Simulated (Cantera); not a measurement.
Input: 1 mol SiH4, 0.32 mol O3, 1.4 mol H2, 2.7 mol NO, at 0.780 bar.

These are equilibrium values from Cantera (NASA tables, ideal gas, pure condensed phases), not measurements of a reactor. Candidate condensed phases: H2O, Si, SiO2, Si2N2O, Si3N4; 35 gas species. The tables hold silica as quartz up to 1696 K and as liquid above; real silica turns to tridymite and cristobalite and melts near 1996 K. Gases not in the tables: Si(OH)4. Equilibrium is a limit: real reactors are often held back by kinetics, nucleation or transport.

x: gas mole fraction; n: condensed amount in mol.

| T (°C) | x H2 | x H2O | x N2 | x NH3 | x H | x OH | n SiO2(α-quartz) | n SiO2(β-quartz) |
|---|---|---|---|---|---|---|---|---|
| 475 | 0.366 | 0.350 | 0.284 | 0.000481 | <1e-12 | <1e-12 | 1.00 | 0 |
| 550 | 0.366 | 0.350 | 0.284 | 0.000220 | 5.03e-12 | <1e-12 | 1.00 | 0 |
| 625 | 0.366 | 0.350 | 0.284 | 0.000113 | 7.50e-11 | <1e-12 | 0 | 1.00 |
| 700 | 0.366 | 0.349 | 0.284 | 6.45e-5 | 7.41e-10 | 1.26e-12 | 0 | 1.00 |
| 775 | 0.366 | 0.349 | 0.284 | [?] | [?] | [?] | 0 | 1.00 |
| 850 | 0.366 | 0.349 | 0.284 | 2.59e-5 | 2.92e-8 | 1.43e-10 | 0 | 1.00 |
| 925 | 0.366 | 0.349 | 0.284 | 1.78e-5 | 1.30e-7 | 9.82e-10 | 0 | 1.00 |
| 1000 | 0.366 | 0.349 | 0.284 | 1.28e-5 | 4.89e-7 | 5.37e-9 | 0 | 1.00 |
| 1075 | 0.366 | 0.349 | 0.284 | 9.50e-6 | 1.59e-6 | 2.44e-8 | 0 | 1.00 |
| 1150 | 0.366 | 0.349 | 0.284 | 7.29e-6 | 4.55e-6 | 9.42e-8 | 0 | 1.00 |
| 1225 | 0.366 | 0.349 | 0.284 | [?] | [?] | [?] | 0 | 1.00 |
| 1300 | 0.366 | 0.349 | 0.284 | 4.63e-6 | 2.79e-5 | 9.60e-7 | 0 | 1.00 |

**Question.** Complete the blanks.

**Answer.** 
- 1225, x NH3: 5.74e-6
- 1225, x H: 1.18e-5
- 1225, x OH: 3.19e-7
- 775, x NH3: 3.96e-5
- 775, x H: 5.29e-9
- 775, x OH: 1.59e-11
